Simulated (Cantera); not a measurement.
An adiabatic, constant-volume homogeneous reactor starts with CO : H₂ : CH₄ : O₂ : N₂ = 1 : 0.093 : 0.36 : 1.15 : 4.33 (molar parts), equivalence ratio 1.1, at 1550 K and 10500 Torr. Integrator tolerance rtol = 1e-08.

Model: GRI-Mech 3.0 (53 species, 325 reactions), integrated in Cantera. The pressure lies above the range GRI-Mech 3.0 was tuned for (to about 10 atm). Above 3000 K some thermodynamic fits are extrapolated.

Question: What does this change do: 0.16 parts CO2 added?

Answer: 
```tsv
quantity	before	after
time of steepest temperature rise	33.3 µs	34.7 µs
temperature at 0.900 s	3164 K	3118 K
equilibrium temperature	3164 K	3118 K
x(CO) at 0.900 s	0.0892 (gas-phase equilibrium 0.0892)	0.0891 (gas-phase equilibrium 0.0891)
x(H₂) at 0.900 s	0.0102 (gas-phase equilibrium 0.0102)	0.00883 (gas-phase equilibrium 0.00883)
x(CH₄) at 0.900 s	<1e-12 (gas-phase equilibrium <1e-12)	<1e-12 (gas-phase equilibrium <1e-12)
x(HCO) at 0.900 s	7.98e-7 (gas-phase equilibrium 7.98e-7)	6.74e-7 (gas-phase equilibrium 6.74e-7)
x(H) at 0.900 s	0.00491 (gas-phase equilibrium 0.00491)	0.00403 (gas-phase equilibrium 0.00403)
x(CH₂) at 0.900 s	2.04e-12 (gas-phase equilibrium 2.21e-12)	1.29e-12 (gas-phase equilibrium 1.40e-12)
x(OH) at 0.900 s	0.0176 (gas-phase equilibrium 0.0176)	0.0162 (gas-phase equilibrium 0.0162)
```
